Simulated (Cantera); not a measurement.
# Diamond growth

A diamond (100) surface in a fixed gas of H2 with x(CH4) = 0.0061, x(H) = 0.0023, x(CH3) = 0.0018, at 1075 K; coverages are run to steady state.

Model: the Harris–Goodwin 1993 mechanism for the reconstructed diamond (100) surface, integrated in Cantera.

```tsv
P (Pa)	growth (µm/h)	θ c6HH	θ c6H*	θ c6*H	θ c6**	θ c6HM
440	0.906	0.501	0.0235	0.396	0.0119	0.0430
850	2.62	0.481	0.0225	0.379	0.0114	0.0693
1600	6.87	0.458	0.0214	0.359	0.0108	0.100
3100	17.2	0.433	0.0201	0.338	0.0102	0.133
6000	39.6	0.413	0.0191	0.321	0.00965	0.159
11000	80.0	0.400	0.0185	0.310	0.00932	0.176
22000	171	0.391	0.0181	0.302	0.00909	0.189
42000	336	0.386	0.0179	0.298	0.00897	0.195
```
θ: site fractions in the mechanism's names (c6HH fully hydrogenated, c6H* and c6*H radical sites, c6** diradical, c6HM methylated).
